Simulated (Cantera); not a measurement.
Hydrogen reduction and annealing atmospheres: Al2O3 + H2 + N2

Input: 1 mol Al2O3, 1200 mol H2, 0.46 mol N2, equilibrated at 10.0 mbar.

These are equilibrium values from Cantera (NASA tables, ideal gas, pure condensed phases), not measurements of a reactor. Candidate condensed phases: Al, AlN, Al2O3, H2O; 35 gas species. Mutual solubility and eutectic melting of coexisting phases are not modelled. The tables' values for AlOH are old estimates; treat these amounts as uncertain. Condensed phases not in the tables: aluminium oxynitride. Equilibrium is a limit: real reactors are often held back by kinetics, nucleation or transport.

| T (K) | x H2 | x H | x H2O | x N2 | n AlN(s) | n Al2O3(s) |
|---|---|---|---|---|---|---|
| 1325 | 1.000 | 1.64e-5 | 1.43e-7 | 0.000383 | 0.000108 | 1.000 |
| 1425 | 1.000 | 6.82e-5 | 3.07e-7 | 0.000383 | 0 | 1.000 |
| 1525 | 0.999 | 0.000236 | 1.70e-6 | 0.000383 | 0 | 0.999 |
| 1625 | 0.999 | 0.000705 | 7.65e-6 | 0.000383 | 0 | 0.997 |
| 1725 | 0.998 | 0.00186 | 2.90e-5 | 0.000383 | 0 | 0.987 |
| 1825 | 0.995 | 0.00439 | 9.48e-5 | 0.000382 | 0 | 0.958 |
| 1925 | 0.990 | 0.00951 | 0.000274 | 0.000381 | 0 | 0.876 |
| 2025 | 0.979 | 0.0190 | 0.000709 | 0.000379 | 0 | 0.670 |
x: gas mole fraction; n: condensed amount in mol.

At 1325 K the condensed part is AlN(s) + Al2O3(s). From 1425 K to 2025 K the condensed part is Al2O3(s).
